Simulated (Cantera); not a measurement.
What does this Cantera script print?

```python
import numpy as np
import cantera as ct

gas_names = [...]  # 113 gases of nasa_gas.yaml made of C, H, O, Pb
cond_names = """
    C(gr) C6H6(L) C7H8(L) C8H18(L),n-octa H2O(s) H2O(L) Pb(cr) Pb(L) PbO(rd) PbO(yw) PbO(L) PbO2(s)
    Pb3O4(s)
""".split()


# ... load() reads the species with a 1 bar reference pressure and builds the phases ...
atoms = {
    'PbO': {'Pb': 1, 'O': 1},
    'CH4': {'C': 1, 'H': 4},
    'CO': {'C': 1, 'O': 1},
}
top_T = {'C(gr)': 4500, 'Pb3O4(s)': 820}  # K; cautious upper limits of use, not melting points


# ... equilibrate(T, P, feed) seeds the gas with the atoms and calls Mixture.equilibrate('TP', solver="vcs", rtol=1e-11, max_steps=5000) ...
results = []
T = 1823.15  # K
P = 101325  # Pa
for m in [0.012, 0.024, 0.046, 0.092, 0.18, 0.36, 0.7, 1.4, 2.7]:
    feed = {'PbO': 1, 'CH4': 0.34, 'CO': m}  # mol
    mix = equilibrate(T, P, feed)
    results.append((T, P, feed, dict(zip(mix.species_names, mix.species_moles))))
    x = sorted(zip(gas.X, gas.species_names), reverse=True)
    print(f"T = {T:g} K  P = {P:g} Pa  n(CO) = {m:g} mol  gas = {mix.phase_moles(0):.4g} mol")
    print("   x: " + "  ".join(f"{s} {v:.3e}" for v, s in x if v > 0.0001))
    print("   condensed (mol): " + ("  ".join(f"{mix.phase(i).name} {mix.phase_moles(i):.4g}"
          for i in range(1, mix.n_phases) if mix.phase_moles(i) > 1e-12) or "none"))
```

Output:

```
T = 1823.15 K  P = 101325 Pa  n(CO) = 0.012 mol  gas = 1.504 mol
   x: H2O 3.367e-01  Pb 3.111e-01  CO 1.340e-01  H2 1.153e-01  CO2 1.000e-01  PbO 2.013e-03  Pb2 6.918e-04  H 1.463e-04
   condensed (mol): Pb(L) 0.527
T = 1823.15 K  P = 101325 Pa  n(CO) = 0.024 mol  gas = 1.521 mol
   x: H2O 3.309e-01  Pb 3.111e-01  CO 1.383e-01  H2 1.160e-01  CO2 1.009e-01  PbO 1.966e-03  Pb2 6.918e-04  H 1.468e-04
   condensed (mol): Pb(L) 0.5217
T = 1823.15 K  P = 101325 Pa  n(CO) = 0.046 mol  gas = 1.553 mol
   x: H2O 3.206e-01  Pb 3.111e-01  CO 1.462e-01  H2 1.171e-01  CO2 1.024e-01  PbO 1.888e-03  Pb2 6.918e-04  H 1.474e-04
   condensed (mol): Pb(L) 0.5117
T = 1823.15 K  P = 101325 Pa  n(CO) = 0.092 mol  gas = 1.62 mol
   x: Pb 3.111e-01  H2O 3.008e-01  CO 1.619e-01  H2 1.188e-01  CO2 1.048e-01  PbO 1.745e-03  Pb2 6.918e-04  H 1.485e-04
   condensed (mol): Pb(L) 0.491
T = 1823.15 K  P = 101325 Pa  n(CO) = 0.18 mol  gas = 1.748 mol
   x: Pb 3.111e-01  H2O 2.683e-01  CO 1.897e-01  H2 1.207e-01  CO2 1.078e-01  PbO 1.532e-03  Pb2 6.918e-04  H 1.497e-04
   condensed (mol): Pb(L) 0.4513
T = 1823.15 K  P = 101325 Pa  n(CO) = 0.36 mol  gas = 2.009 mol
   x: Pb 3.111e-01  CO 2.387e-01  H2O 2.175e-01  H2 1.209e-01  CO2 1.098e-01  PbO 1.240e-03  Pb2 6.918e-04  H 1.498e-04
   condensed (mol): Pb(L) 0.3698
T = 1823.15 K  P = 101325 Pa  n(CO) = 0.7 mol  gas = 2.503 mol
   x: Pb 3.111e-01  CO 3.089e-01  H2O 1.561e-01  H2 1.155e-01  CO2 1.067e-01  PbO 9.311e-04  Pb2 6.918e-04  H 1.465e-04
   condensed (mol): Pb(L) 0.2157
T = 1823.15 K  P = 101325 Pa  n(CO) = 1.4 mol  gas = 3.418 mol
   x: CO 4.119e-01  Pb 2.908e-01  H2 1.035e-01  CO2 9.709e-02  H2O 9.539e-02  Pb2 6.044e-04  PbO 5.939e-04  H 1.386e-04
   condensed (mol): none
T = 1823.15 K  P = 101325 Pa  n(CO) = 2.7 mol  gas = 4.719 mol
   x: CO 5.586e-01  Pb 2.110e-01  H2 9.006e-02  CO2 8.560e-02  H2O 5.398e-02  Pb2 3.183e-04  PbO 2.802e-04  H 1.293e-04
   condensed (mol): none
```

Equilibrium computed with Cantera from the NASA thermochemical tables; the gas is ideal and each condensed phase is pure. Gases not in the tables: (PbO)n polymers.
